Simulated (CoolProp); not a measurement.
Model: reference Helmholtz-energy equation of state, Thol 2019, in CoolProp.

Q: For dodecamethylpentasiloxane (MD3M), give the phase and the Joule-Thomson coefficient (K/MPa), expansivity (1/kK) at 528.6 K and 11.2 bar; 605.5 K and 11.2 bar.

A: 
- 528.6 K and 11.2 bar: liquid; Joule-Thomson coefficient 0.0792, expansivity 2.10
- 605.5 K and 11.2 bar: liquid; Joule-Thomson coefficient 1.78, expansivity 5.26
